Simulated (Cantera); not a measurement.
A closed system holds: 1 mol CsOH, 0.017 mol H₂O, at 1852 °C and 25.0 Pa.

Equilibrium computed with Cantera from the NASA thermochemical tables; the gas is ideal and each condensed phase is pure. Candidate condensed phases: Cs, CsOH, H₂O; 15 gas species. Rates play no part.

Base state: Cs 0.507, H₂O 0.201, O₂ 0.121, H 0.0368, O 0.0364, OH 0.0358, CsOH 0.0354, H₂ 0.0256 (mole fractions); condensed: gas only.

**Question.** What changes in the equilibrium state with this change: H₂O from 0.017 to 1.4 mol?

**Answer.** 
| species | before | after |
|---|---|---|
| H₂O | 0.201 | 0.423 |
| Cs | 0.507 | 0.266 |
| O₂ | 0.121 | 0.0858 |
| H₂ | 0.0256 | 0.0641 |
| H | 0.0368 | 0.0582 |
| CsOH | 0.0354 | 0.0247 |
| OH | 0.0358 | 0.0476 |
| O | 0.0364 | 0.0306 |
| CsO | 0.000432 | 0.000190 |
